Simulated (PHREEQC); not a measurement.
30 mol of Thenardite (Na2SO4) is brought to equilibrium with 1 kg of water, with rising amounts of Na2CO3, at 50 °C. CO2 from the air is kept out. Only these solids could form: Thenardite.

Base run: PHREEQC, Pitzer model, pitzer.dat. Each further column changes one thing. The table gives pH.

| Na2CO3 added (mol) | base | temperature from 50 to 70 °C |
|---|---|---|
| 0 | 7.22 | 7.11 |
| 0.0417 | 10.53 | 10.31 |
| 0.125 | 10.78 | 10.57 |
| 0.167 | 10.85 | 10.64 |
| 0.208 | 10.90 | 10.69 |
| 0.292 | 10.98 | 10.77 |
| 0.333 | 11.01 | 10.80 |
| 0.375 | 11.04 | 10.83 |
| 0.458 | 11.09 | 10.88 |
| 0.5 | 11.11 | 10.91 |

In brines, pH and single-ion activities rest on the MacInnes convention. Away from 25 °C the constants follow the database's enthalpies or fits; those with neither stay at their 25 °C values.
